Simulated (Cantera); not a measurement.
Input: 1 mol PbO, 0.026 mol O2, 7.5 mol N2, held at 580 Pa.

Method: chemical equilibrium by Gibbs-energy minimisation in Cantera with the NASA 1993 tables (ideal gas, pure condensed phases). Candidate condensed phases: Pb, PbO, PbO2, Pb3O4; 12 gas species. Gases not in the tables: (PbO)n polymers. Rates play no part.

**Question.** Which condensed phases are stable at each of these points (T (K)): 1123, 1173, 1223, 1273, 1323, 1373, 1423, 1473, 1523, 1573?

**Answer.** 
| T (K) | condensed phases | Pb condensed (%) |
|---|---|---|
| 1123 | PbO(yellow) | 98.5 |
| 1173 | PbO(l) | 94.6 |
| 1223 | PbO(l) | 84.2 |
| 1273 | PbO(l) | 56.4 |
| 1323 | gas only | 0.0 |
| 1373 | gas only | 0.0 |
| 1423 | gas only | 0.0 |
| 1473 | gas only | 0.0 |
| 1523 | gas only | 0.0 |
| 1573 | gas only | 0.0 |

At 1123 K the condensed part is PbO(yellow). From 1173 K to 1273 K the condensed part is PbO(l). From 1323 K to 1573 K nothing is condensed.
